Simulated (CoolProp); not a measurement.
Saturated liquid density (kg/m³) of propylene: the reference equation beside estimates from Tc = 91.1 °C, pc = 4.555 MPa, ω = 0.146.

The numbers come from the reference Helmholtz-energy equation of state, Lemmon 2013 in CoolProp.

```
T (°C)  reference  van der Waals  Redlich-Kwong
------  ---------  -------------  -------------
-71.35      638.7          402.0          594.5
-66.65      633.1          398.7          589.0
-61.95      627.5          395.4          583.4
-57.15      621.7          392.0          577.5
-52.45      616.0          388.6          571.6
-47.65      610.1          385.0          565.4
-42.95      604.2          381.4          559.2
-38.25      598.3          377.8          552.8
-33.45      592.2          374.0          546.2
-28.75      586.0          370.2          539.5
-24.05      579.8          366.3          532.6
-19.25      573.4          362.2          525.4
-14.55      566.9          358.1          518.1
-9.75       560.2          353.8          510.5
-5.05       553.5          349.5          502.8
```

Absolute difference from the reference over all 15 rows, mean and median: van der Waals 36.9 and 36.9 %, Redlich-Kwong 7.8 and 7.6 %.
